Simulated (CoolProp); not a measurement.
Properties of toluene along the isobar 3.02 MPa.

Model: reference Helmholtz-energy equation of state, Lemmon 2006, in CoolProp. It is a short technical equation, of lower accuracy than the large ones.

```tsv
T (K)	phase	Z	speed of sound (m/s)	viscosity (µPa s)	conductivity (mW/(m K))	fugacity coefficient
438	liquid	0.1053	783.4	178	96.2	0.1255
450.7	liquid	0.1044	736.9	164	93.6	0.1589
463.5	liquid	0.1038	689.6	152	91.1	0.1980
476.3	liquid	0.1034	641.8	140	88.8	0.2426
489	liquid	0.1033	593.5	129	86.7	0.2924
501.8	liquid	0.1036	543.6	119	84.6	0.3480
514.6	liquid	0.1042	491.9	109	82.7	0.4087
527.3	liquid	0.1054	438.2	99.4	81.0	0.4736
540.1	liquid	0.1075	380.1	89.4	79.3	0.5430
```

Viscosity comes from a separate model (Avgeri 2015). Thermal conductivity comes from a separate model (Assael 2012).
